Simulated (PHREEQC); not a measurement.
**Ultrapure water in contact with air or piping**

Model water analysis in mg/L, 25 °C, pH 5.65, pe 10.7:

```csv
constituent,mg/L
Na,0.0173
K,0.014
Ca,0.168
Mg,0.000424
Cl,0.0436
S(6) as SO4,0.138
Alkalinity as HCO3,0.339
Zn,0.00143
F,0.000174
```

Na is adjusted to close the charge balance.
Valence states are taken as typed.

All values are PHREEQC results (ion-association model, wateq4f.dat), not measurements.

This is a speciation only: nothing precipitates in the calculation.

Question: Estimate the ionic strength.

Answer: ionic strength 1.76e-5 mol/kgw.

Question: In which forms is C present?

Answer: CO2 83 %, HCO3- 17 % of the C.
